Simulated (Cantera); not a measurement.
# Ignition delay

Mixture: CH₄ : H₂ : O₂ : N₂ = 1 : 0.96 : 3.54 : 13.3 (molar parts), equivalence ratio 0.70, at 1350 Torr, adiabatic and at constant pressure. Ignition delay is the time to a rise of 400 K.

Cantera simulation using GRI-Mech 3.0 (53 species, 325 reactions); the numbers are that mechanism's predictions, not measurements.

```csv
T0 (K),delay (ms)
1023,4.53
1073,1.92
1123,1.06
1173,0.651
1223,0.422
1273,0.285
1323,0.198
1373,0.141
1423,0.104
```

```yaml
apparent activation energy between 1323 and 1423 K: 100 kJ/mol
```
